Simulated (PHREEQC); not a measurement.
A PHREEQC speciation (ion-association model, wateq4f.dat) at 25 °C gives pH 6.46 and these molalities:

| species | mol/kgw |
|---|---|
| I- | 0.00428 |
| Cd+2 | 0.00176 |
| CdI+ | 0.000765 |
| CdI2 | 7.64e-5 |
| H+ | 3.69e-7 |
| CdOH+ | 3.33e-7 |

Task: What are the element totals, and what could have been dissolved in 1 kg of water to give them?

Result: One answer among several that fit: totals Cd 0.00260, I 0.00520 mol/kgw, from 0.0026 mol/kgw CdI2.

This is a speciation only: nothing precipitates in the calculation.
